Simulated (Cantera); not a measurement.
A freely propagating, adiabatic, planar premixed flame of 2.75 % CH₄, 4.64 % C₂H₆, 19.5 % O₂, 73.1 % N₂, unburnt at 325 K and 90000 Pa; mixture-averaged transport, grid criteria slope 0.08 and curve 0.16, no radiation.

Computed with Cantera and GRI-Mech 3.0 (53 species, 325 reactions). Burning velocities carry a grid error of a few per cent, more on coarse grids.

### Question
Predict: laminar burning velocity; thermal thickness; peak x(OH); peak x(C₂H).

### Answer
```json
{
 "laminar_burning_velocity": "49.5 cm/s",
 "thermal_thickness": "0.403 mm",
 "peak x(OH)": "0.00741",
 "peak x(C₂H)": "1.81e-6"
}
```
